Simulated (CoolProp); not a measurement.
Vapour-liquid equilibrium of carbon dioxide (1) + R152A (2) at -19.85 °C; x and y are mole fractions of (1).

Values from CoolProp's multi-fluid Helmholtz-energy mixture model, Span 1996 and Outcalt 1996; pair parameters Bell 2016.

Q: Give the bubble pressure and the first vapour's composition at x = 0.125, 0.275, 0.5. Is there an azeotrope?

A: x = 0.125: 3.397 bar, y = 0.667; x = 0.275: 6.051 bar, y = 0.833; x = 0.5: 10.04 bar, y = 0.921. No azeotrope shows between x = 0.05 and 0.95.

Pair parameters are fitted to limited data, so mixtures are less certain than the pure fluids.
